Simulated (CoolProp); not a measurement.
Properties of methanol along the isobar 7.89 bar (Tc = 513.4 K, pc = 82.16 bar, ω = 0.565).

The numbers come from the reference Helmholtz-energy equation of state, de Reuck 1993 in CoolProp.

```
T (K)   phase  cp (kJ/(kg K))  Prandtl number
-----  ------  --------------  --------------
202.7  liquid           2.215            42.0
218.7  liquid           2.235            26.5
234.7  liquid           2.269            18.4
250.6  liquid           2.314            13.6
266.6  liquid           2.372            10.4
282.6  liquid           2.446            8.32
298.5  liquid           2.536            6.87
314.5  liquid           2.642            5.83
330.5  liquid           2.764            5.07
346.5  liquid           2.901            4.50
362.4  liquid           3.053            4.05
378.4  liquid           3.224            3.70
394.4  liquid           3.417            3.41
410.3     gas           3.584            1.62
426.3     gas           2.496            1.11
442.3     gas           2.205           0.968
```

Viscosity comes from a separate model (Xiang 2006). Thermal conductivity comes from a separate model (Sykioti 2013).
